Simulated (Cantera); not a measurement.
A freely propagating, adiabatic, planar premixed flame of CO : H₂ : CH₄ : O₂ : N₂ = 1 : 0.11 : 0.45 : 2.02 : 5.66 (molar parts), equivalence ratio 0.72, unburnt at 648 K and 5.03 atm; mixture-averaged transport, grid criteria slope 0.08 and curve 0.16, no radiation.

Detailed kinetics in Cantera: GRI-Mech 3.0 (53 species, 325 reactions). Burning velocities carry a grid error of a few per cent, more on coarse grids.

**Question.** How do the results move with these cheaper or finer settings: unity-Lewis-number transport; multicomponent transport; multicomponent+Soret transport; grid criteria slope 0.5, curve 1; grid criteria slope 0.25, curve 0.5; grid criteria slope 0.03, curve 0.06?

**Answer.** 
```
setting                               laminar burning velocity  thermal thickness  peak x(C₂H₄)  grid points  grid points
------------------------------------  ------------------------  -----------------  ------------  -----------  -----------
as above                                              136 cm/s          0.0747 mm       7.04e-5          142          142
unity-Lewis-number transport                          119 cm/s          0.0733 mm       6.20e-5          140          140
multicomponent transport                              136 cm/s          0.0753 mm       7.19e-5          142          142
multicomponent+Soret transport                        133 cm/s          0.0760 mm       7.01e-5          142          142
grid criteria slope 0.5, curve 1                      145 cm/s          0.0812 mm       7.29e-5           41           41
grid criteria slope 0.25, curve 0.5                   141 cm/s          0.0779 mm       7.18e-5           67           67
grid criteria slope 0.03, curve 0.06                  134 cm/s          0.0737 mm       7.07e-5          352          352
```
The base run took very roughly 11 core-seconds.
Unity Lewis numbers drop preferential diffusion, which matters most where H2 and H carry the flame; Soret adds thermal diffusion.
